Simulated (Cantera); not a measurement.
What does this Cantera script print?

```python
import numpy as np
import cantera as ct

gas = ct.Solution("gri30.yaml")
gas.TPX = 1275, 40000, {'N2O': 1, 'H2O': 0.11}
reactor = ct.IdealGasConstPressureReactor(gas, energy="off", clone=False)
net = ct.ReactorNet([reactor])
net.rtol, net.atol = 1e-08, 1e-18
show = ['N2O', 'H2O', 'H', 'HO2', 'NO']
times = np.geomspace(0.0003, 4, 12)

steps = ct.SolutionArray(gas, extra=["t"])
rows = []
print(f"{'t/s':>10s}{'T/K':>9s}{'P/Pa':>11s}" + "".join(f"{s:>11s}" for s in show))
for t in times:
    while net.time < t:
        t_next = net.step()
        steps.append(gas.state, t=t_next)
    rows.append([np.interp(t, steps.t, y) for y in (steps.T, steps.P, *steps(*show).X.T)])
    print(f"{t:10.3e}{rows[-1][0]:9.1f}{rows[-1][1]:11.4g}" + "".join(f"{x:11.3e}" for x in rows[-1][2:]))
rate = np.gradient(steps.T, steps.t)
print("integrator steps:", len(steps.t))
if steps.T.max() > steps.T[0] + 200:
    print(f"time of steepest temperature rise: {steps.t[rate.argmax()]:.4e} s")
gas.TPX = 1275, 40000, {'N2O': 1, 'H2O': 0.11}
gas.equilibrate("TP")
print(f"equilibrium (TP): T = {gas.T:.1f} K  " + "  ".join(f"{s} {gas[s].X[0]:.3e}" for s in show))
```

It prints:

```
       t/s      T/K       P/Pa        N2O        H2O          H        HO2         NO
 3.000e-04   1275.0      4e+04  9.004e-01  9.906e-02  1.283e-08  6.051e-06  4.231e-05
 7.114e-04   1275.0      4e+04  8.997e-01  9.903e-02  1.954e-08  1.193e-05  1.002e-04
 1.687e-03   1275.0      4e+04  8.979e-01  9.897e-02  2.154e-08  1.143e-05  2.283e-04
 4.000e-03   1275.0      4e+04  8.938e-01  9.882e-02  2.232e-08  9.612e-06  5.119e-04
 9.486e-03   1275.0      4e+04  8.840e-01  9.850e-02  2.150e-08  7.790e-06  1.156e-03
 2.250e-02   1275.0      4e+04  8.617e-01  9.774e-02  1.959e-08  5.774e-06  2.680e-03
 5.334e-02   1275.0      4e+04  8.122e-01  9.605e-02  1.803e-08  3.678e-06  6.200e-03
 1.265e-01   1275.0      4e+04  7.103e-01  9.258e-02  1.732e-08  1.984e-06  1.353e-02
 3.000e-01   1275.0      4e+04  5.309e-01  8.645e-02  1.732e-08  9.144e-07  2.621e-02
 7.113e-01   1275.0      4e+04  2.933e-01  7.833e-02  1.684e-08  3.688e-07  4.205e-02
 1.687e+00   1275.0      4e+04  9.585e-02  7.159e-02  1.117e-08  1.394e-07  5.298e-02
 4.000e+00   1275.0      4e+04  1.367e-02  6.879e-02  1.945e-09  5.113e-08  5.514e-02
integrator steps: 1335
equilibrium (TP): T = 1275.0 K  N2O 1.371e-08  H2O 6.832e-02  H 1.218e-10  HO2 2.591e-08  NO 3.638e-04
```

Cantera simulation using GRI-Mech 3.0 (53 species, 325 reactions); the numbers are that mechanism's predictions, not measurements. GRI-Mech 3.0 was tuned for natural gas; its chemistry of N2O as a main component is partial and can be far from experiment. The mechanism lacks the step 2 NO + O2 → 2 NO2, which can matter for NO2 below about 1400 K. The temperature is held fixed by assumption; the heat of reaction is taken as removed at once.
